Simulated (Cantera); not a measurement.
Feed: 1 mol SiH2Cl2, 0.24 mol HCl, 14 mol H2, at 0.270 bar.

Method: chemical equilibrium by Gibbs-energy minimisation in Cantera with the NASA 1993 tables (ideal gas, pure condensed phases). Candidate condensed phases: Si; 19 gas species. The tables' values for SiCl3 are old estimates; treat these amounts as uncertain. The numbers say what is thermodynamically allowed, not how fast it happens.

x: gas mole fraction; n: condensed amount in mol.

```tsv
T (K)	x H2	x HCl	x SiCl4	x SiCl2	x SiHCl3	n Si(s)
800	0.959	0.00136	0.0238	1.98e-6	0.0151	0.380
850	0.958	0.00255	0.0237	8.08e-6	0.0148	0.386
900	0.957	0.00444	0.0234	2.80e-5	0.0143	0.394
950	0.955	…	0.0229	…	0.0138	0.406
1000	0.952	0.0112	0.0221	0.000225	0.0132	0.422
1050	0.948	0.0165	0.0209	0.000539	0.0124	0.442
1100	0.943	0.0233	0.0192	0.00117	0.0115	0.466
1150	0.936	0.0314	0.0170	0.00231	0.0103	0.491
1200	0.929	0.0405	0.0142	0.00418	0.00884	0.516
1250	0.921	0.0502	0.0110	0.00688	0.00721	0.538
1300	0.913	0.0594	0.00786	0.0103	0.00550	0.554
1350	0.906	…	…	…	…	0.563
1400	0.900	0.0732	0.00296	0.0175	0.00258	0.566
```

Question: What belongs in the gaps?

Answer: 
- 1350, x HCl: 0.0673
- 1350, x SiCl4: 0.00506
- 1350, x SiCl2: 0.0140
- 1350, x SiHCl3: 0.00390
- 950, x HCl: 0.00726
- 950, x SiCl2: 8.44e-5
